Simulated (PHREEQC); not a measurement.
Copper plating or etch bath: an equilibrium model

Make-up at 25 °C and 10 atm: 6.5 mmol/kgw CuCl2, 0.042 mmol/kgw HNO3 and 57 mmol/kgw FeCl3. Closed to the air; pH follows from the charge balance.

Equilibrium calculation in PHREEQC: ion-association model, phreeqc.dat.

Each row changes one thing in this solution. No solid was allowed to form.

```json
[
 {"case": "as made", "pH": "1.95", "ionic strength (mol/kgw)": "0.264", "Cl- (mol/kgw)": "0.152"},
 {"case": "FeCl3 from 0.057 to 0.0627 mol/kgw", "pH": "1.93", "ionic strength (mol/kgw)": "0.284", "Cl- (mol/kgw)": "0.165"},
 {"case": "FeCl3 replaced by CdCl2 at the same molality", "pH": "4.44", "ionic strength (mol/kgw)": "0.0956", "Cl- (mol/kgw)": "0.0757"},
 {"case": "CuCl2 replaced by LiCl at the same molality", "pH": "1.94", "ionic strength (mol/kgw)": "0.254", "Cl- (mol/kgw)": "0.147"},
 {"case": "FeCl3 from 0.057 to 0.0513 mol/kgw", "pH": "1.96", "ionic strength (mol/kgw)": "0.243", "Cl- (mol/kgw)": "0.140"},
 {"case": "temperature from 25 to 80 °C", "pH": "1.73", "ionic strength (mol/kgw)": "0.245", "Cl- (mol/kgw)": "0.151"}
]
```

Some of these states are supersaturated (in Hematite (slow to form), Goethite (slow to form), for instance). At this temperature some constants are extrapolated from 25 °C, and those without enthalpy data are left unchanged.
